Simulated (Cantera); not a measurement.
A closed system holds: 1 mol SiH₄, 0.0089 mol Cl₂, 270 mol N₂, at 825 °C and 495 Torr.

Method: chemical equilibrium by Gibbs-energy minimisation in Cantera with the NASA 1993 tables (ideal gas, pure condensed phases). Candidate condensed phases: NH₄Cl, Si, Si₃N₄; 28 gas species. N₂ is the only nitrogen source here; it is nearly inert below about 1500 K, so the nitride shown seldom forms there in practice. The numbers say what is thermodynamically allowed, not how fast it happens.

Q: What is the equilibrium state?

A: 
| Item | Result |
|---|---|
| x(N₂) | 0.993 |
| x(H₂) | 0.00734 |
| x(HCl) | 6.56e-5 |
| n(Si₃N₄(s)) | 0.333 mol |
| gas amount | 271.3 mol |
| log10 activity of Si(s) (absent) | -5.91 |
